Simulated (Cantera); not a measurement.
A closed system holds: 1 mol BCl3, 0.54 mol NH3, a varied amount of H2, held at 1.60 mbar.

Equilibrium computed with Cantera from the NASA thermochemical tables; the gas is ideal and each condensed phase is pure. Candidate condensed phases: B, BN, NH4Cl; 21 gas species. Mutual solubility and eutectic melting of coexisting phases are not modelled. The tables' values for BCl2 are old estimates. Equilibrium is a limit: real reactors are often held back by kinetics, nucleation or transport.

Stable condensed phases, one row left out:

```
T in °C \ n(H2) in mol
         0.14 0.32 0.74  1.7    4  9.2   21   50  120
   1775     A    A    A    A    A    A    A    A    A
   1750     A    A    A    A    A    A    A    A    A
   1725     A    A    A    A    A    A    A    A    A
   1700     A    A    A    A    A    A    A    B    A
   1675     A    A    A    A    A    B    B    B    B
   1650     A    A    C    C    C    B    B    B    B
   1625     C    C    C    C    C    D    B    B    B
   1575     C    C    C    C    C    D    D    B    B
   1550     C    C    C    C    C    D    D    D    B
```

A: gas only; B: B; C: BN; D: B + BN.

Give the row for 1600 °C.

0.14: BN; 0.32: BN; 0.74: BN; 1.7: BN; 4: BN; 9.2: B + BN; 21: B + BN; 50: B; 120: B.
